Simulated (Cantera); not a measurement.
What does this Cantera script print?

```python
import numpy as np
import cantera as ct

gas = ct.Solution("gri30.yaml")
gas.TPX = 623, 22000, {'CH4': 1, 'H2': 0.042, 'O2': 1.68, 'N2': 6.33, 'H2O': 0.3}
flame = ct.FreeFlame(gas, width=0.12)
flame.set_refine_criteria(ratio=3, slope=0.08, curve=0.16)
flame.transport_model = "mixture-averaged"
flame.solve(loglevel=0, auto=True)
z, T = flame.grid, flame.T
thick = (T[-1] - T[0]) / np.gradient(T, z).max()
show = ['CH4', 'H2', 'O2', 'CO', 'C2H6', 'CH2']
print(f"laminar burning velocity  {flame.velocity[0] * 100:.3f} cm/s")
print(f"burnt temperature         {T[-1]:.1f} K")
print(f"thermal thickness         {thick * 1e3:.4f} mm")
print(f"grid points               {len(z)}")
z0 = z[flame.heat_release_rate.argmax()]
print(f"{'z/mm':>9s}{'T/K':>9s}{'u/(m/s)':>9s}" + "".join(f"{s:>11s}" for s in show))
rows = []
for k in (-3, -2, -1.5, -1, -0.5, -0.25, 0, 0.25, 0.5, 1, 2, 4, 8):
    zz = z0 + k * thick
    rows.append([k * thick, np.interp(zz, z, T), np.interp(zz, z, flame.velocity),
                 *(np.interp(zz, z, flame.X[gas.species_index(s)]) for s in show)])
    print(f"{rows[-1][0] * 1e3:9.3f}{rows[-1][1]:9.1f}{rows[-1][2]:9.3f}" + "".join(f"{x:11.3e}" for x in rows[-1][3:]))
```

Output:

```
laminar burning velocity  164.763 cm/s
burnt temperature         2267.8 K
thermal thickness         1.3090 mm
grid points               150
     z/mm      T/K  u/(m/s)        CH4         H2         O2         CO       C2H6        CH2
   -3.927    623.1    1.650  1.068e-01  5.688e-03  1.794e-01  1.086e-06  2.425e-08  7.331e-17
   -2.618    624.3    1.657  1.064e-01  8.476e-03  1.789e-01  2.314e-05  8.998e-07  3.736e-13
   -1.964    630.2    1.679  1.055e-01  1.227e-02  1.779e-01  1.402e-04  7.326e-06  4.940e-11
   -1.309    685.0    1.841  1.009e-01  2.050e-02  1.733e-01  1.584e-03  1.295e-04  8.353e-09
   -0.655   1058.9    2.906  7.227e-02  3.546e-02  1.425e-01  1.663e-02  1.404e-03  1.174e-06
   -0.327   1447.9    4.034  3.915e-02  4.312e-02  1.010e-01  3.879e-02  1.106e-03  2.470e-05
    0.000   1799.3    5.072  1.037e-02  4.490e-02  5.420e-02  6.196e-02  9.837e-05  9.528e-05
    0.327   1957.6    5.535  1.158e-03  3.963e-02  2.547e-02  6.747e-02  9.830e-07  4.478e-05
    0.655   1995.3    5.631  7.241e-05  3.538e-02  1.398e-02  6.183e-02  3.413e-09  4.706e-06
    1.309   2014.3    5.661  2.263e-07  3.439e-02  8.524e-03  5.280e-02  5.102e-14  1.934e-08
    2.618   2032.4    5.694  3.123e-11  3.515e-02  7.157e-03  4.801e-02  2.530e-20  3.475e-12
    5.236   2056.9    5.751  3.023e-15  3.488e-02  6.432e-03  4.708e-02  3.542e-25  9.023e-16
   10.472   2093.7    5.838  4.921e-16  3.398e-02  5.463e-03  4.677e-02 -2.928e-32  4.658e-16
```

Model: GRI-Mech 3.0 (53 species, 325 reactions), integrated in Cantera. Burning velocities carry a grid error of a few per cent, more on coarse grids.
